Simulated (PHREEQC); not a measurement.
Solution (25 °C): 0.0062 mol/kgw KH2PO4, 0.0085 mol/kgw HCl and 0.00087 mol/kgw H4SiO4. Closed to the air; pH follows from the charge balance.

Model: ion-association model, wateq4f.dat, run in PHREEQC.

```tsv
quantity	before	after
pH	2.27	2.38
ionic strength (mol/kgw)	0.0121	0.0125
SI of SiO2(a) (SiO2)	-0.35	-0.35
```

Name the change that produced these shifts.
A. HCl from 0.0085 to 0.0017 mol/kgw
B. H4SiO4 from 0.00087 to 0.0013 mol/kgw
C. KH2PO4 left out
D. H4SiO4 from 0.00087 to 8.7e-05 mol/kgw
E. H4SiO4 replaced by Na2SiO3 at the same molality

E, H4SiO4 replaced by Na2SiO3 at the same molality

This is a speciation only: nothing precipitates in the calculation. Some of these states are supersaturated (in Quartz (slow to form), Chalcedony (slow to form), for instance). H3PO4, which wateq4f.dat lacks, is added to it with the constant of phreeqc.dat.
